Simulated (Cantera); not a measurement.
A Cantera script and its output.

```python
import numpy as np
import cantera as ct

surf = ct.Interface("ptcombust.yaml", "Pt_surf")
gas = surf.adjacent["gas"]
gas.TPX = 898, 47000, {'CH4': 0.0045, 'O2': 0.017, 'N2': 0.79, 'H2O': 0.085}
surf.TP = 898, 47000
reactor = ct.FlowReactor(gas, clone=False)
reactor.area = 0.0001  # m2
reactor.surface_area_to_volume_ratio = 1300  # 1/m
reactor.mass_flow_rate = 2.7 * reactor.area * gas.density  # inlet velocity 2.7 m/s
reactor.energy_enabled = False
wall = ct.ReactorSurface(surf, reactor, clone=False)
net = ct.ReactorNet([reactor])
net.rtol, net.atol = 1e-8, 1e-16
show, cover = ['CH4', 'O2', 'H2O', 'CO2', 'CO'], ['PT(S)', 'H(S)', 'O(S)', 'OH(S)', 'CO(S)', 'C(S)']

rows = []
print(f"{'z/m':>9s}{'u/(m/s)':>9s}" + "".join(f"{s:>13s}" for s in show + cover))
for z in [0.00046, 0.001, 0.0022, 0.0046, 0.01, 0.022, 0.046]:
    net.advance(z)
    rows.append([reactor.speed, *gas[show].X, *surf[cover].coverages])
    print(f"{z:9.4g}{rows[-1][0]:9.3g}" + "".join(f"{x:13.4e}" for x in rows[-1][1:]))
```

Output:

```
      z/m  u/(m/s)          CH4           O2          H2O          CO2           CO        PT(S)         H(S)         O(S)        OH(S)        CO(S)         C(S)
  0.00046      2.7   4.9423e-03   1.8809e-02   9.4967e-02   7.5255e-05   1.8251e-06   2.0322e-01   3.4789e-07   7.9109e-01   5.6645e-03   1.2973e-05   4.5701e-08
    0.001      2.7   4.8528e-03   1.8631e-02   9.5146e-02   1.6459e-04   1.8870e-06   2.0364e-01   3.4940e-07   7.9065e-01   5.6742e-03   1.2854e-05   4.5113e-08
   0.0022      2.7   4.6583e-03   1.8242e-02   9.5535e-02   3.5900e-04   1.8187e-06   2.0457e-01   3.5270e-07   7.8971e-01   5.6952e-03   1.2484e-05   4.3810e-08
   0.0046      2.7   4.2867e-03   1.7499e-02   9.6277e-02   7.3022e-04   1.6822e-06   2.0639e-01   3.5921e-07   7.8785e-01   5.7358e-03   1.1753e-05   4.1243e-08
     0.01      2.7   3.5339e-03   1.5995e-02   9.7782e-02   1.4825e-03   1.4019e-06   2.1032e-01   3.7331e-07   7.8383e-01   5.8202e-03   1.0171e-05   3.5690e-08
    0.022      2.7   2.2358e-03   1.3401e-02   1.0038e-01   2.7796e-03   9.0578e-07   2.1801e-01   4.0109e-07   7.7599e-01   5.9732e-03   7.0597e-06   2.4773e-08
    0.046      2.7   8.1398e-04   1.0560e-02   1.0322e-01   4.2006e-03   3.3894e-07   2.2821e-01   4.3844e-07   7.6561e-01   6.1552e-03   2.8939e-06   1.0155e-08
```

Cantera simulation using Deutschmann's 1995 Pt surface mechanism with GRI-Mech 3.0 gas chemistry; the numbers are that mechanism's predictions, not measurements. Catalytic surfaces can have several steady states; this one follows from the mechanism file's or the stated starting coverage. Mass transfer to the wall is taken as infinitely fast.
